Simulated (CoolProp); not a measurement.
A simple Rankine cycle with ammonia: condensing at 326.15 K, boiler at 8.02 MPa, turbine inlet 426.2 K, turbine efficiency 0.7, pump efficiency 0.8, no recuperator. Each further row changes one setting.

The numbers come from the reference Helmholtz-energy equation of state, Gao 2020 in CoolProp.

```
case                             thermal efficiency (%)  net work (kJ/kg)  heat in (kJ/kg)  turbine exit temperature (K)  volume ratio over the turbine
-------------------------------  ----------------------  ----------------  ---------------  ----------------------------  -----------------------------
as stated                                           9.6               111             1160                         330.5                            ___
turbine inlet 446.2 K                              10.1               125             1240                           ___                            ___
condensing temperature 318.15 K                    10.7               129             1200                         318.1                           3.75
boiler pressure 5.61 MPa                            ___              95.8             1240                           ___                            ___
turbine efficiency 0.6                              8.1              93.7             1160                         335.4                            ___
```

Some entries are withheld; supply them.


- as stated, volume ratio over the turbine: 3.12
- turbine inlet 446.2 K, turbine exit temperature (K): 349.4
- turbine inlet 446.2 K, volume ratio over the turbine: 3.11
- boiler pressure 5.61 MPa, thermal efficiency (%): 7.7
- boiler pressure 5.61 MPa, turbine exit temperature (K): 358.2
- boiler pressure 5.61 MPa, volume ratio over the turbine: 2.26
- turbine efficiency 0.6, volume ratio over the turbine: 3.22

The expansion ends wet for: condensing temperature 318.15 K.
